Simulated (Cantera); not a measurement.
An adiabatic, constant-volume homogeneous reactor starts with C₂H₄ : O₂ : N₂ : H₂O = 1 : 3.45 : 13.4 : 2.9 (molar parts), at 1275 K and 1050 Torr. Integrator tolerance rtol = 1e-08.

Detailed kinetics in Cantera: GRI-Mech 3.0 (53 species, 325 reactions). GRI-Mech 3.0 was tuned for natural gas; its chemistry of ethylene as a main component is partial and can be far from experiment.

```
quantity                                                            before                                    after
---------------------------------  ---------------------------------------  ---------------------------------------
time of steepest temperature rise                                 0.122 ms                                  32.6 ms
temperature at 0.500 s                                              2717 K                                   2641 K
equilibrium temperature                                             2717 K                                   2641 K
x(C₂H₄) at 0.500 s                   <1e-12 (gas-phase equilibrium <1e-12)    <1e-12 (gas-phase equilibrium <1e-12)
x(O₂) at 0.500 s                     0.0283 (gas-phase equilibrium 0.0283)    0.0259 (gas-phase equilibrium 0.0259)
x(H₂O) at 0.500 s                      0.208 (gas-phase equilibrium 0.208)      0.215 (gas-phase equilibrium 0.215)
x(C₂H₂) at 0.500 s                   <1e-12 (gas-phase equilibrium <1e-12)    <1e-12 (gas-phase equilibrium <1e-12)
x(H) at 0.500 s                    0.00367 (gas-phase equilibrium 0.00367)  0.00216 (gas-phase equilibrium 0.00216)
```

Name the change that produced these shifts.
A. H2O 2.9 to 1.2 parts
B. initial temperature 1275 to 1773 K
C. initial temperature 1275 to 1048 K
D. O2 3.45 to 1.6 parts

C, initial temperature 1275 to 1048 K
